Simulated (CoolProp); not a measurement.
Model: reference Helmholtz-energy equation of state, de Vries 1995, in CoolProp.

**Question.** Give the vapour pressure (kPa), liquid cp (kJ/(kg K)), vapour Z, vapour viscosity (µPa s) of saturated R124 at 235.8, 318, 379.7 K.

**Answer.** 
```tsv
T (K)	p (kPa)	liquid cp (kJ/(kg K))	vapour Z	vapour viscosity (µPa s)
235.8	30.5	1.02	0.982	10.1
318	677	1.19	0.839	14.0
379.7	2700	1.91	0.547	20.4
```

Viscosity comes from a separate model (Bell 2016), an estimate that may be off by 10 % or more.
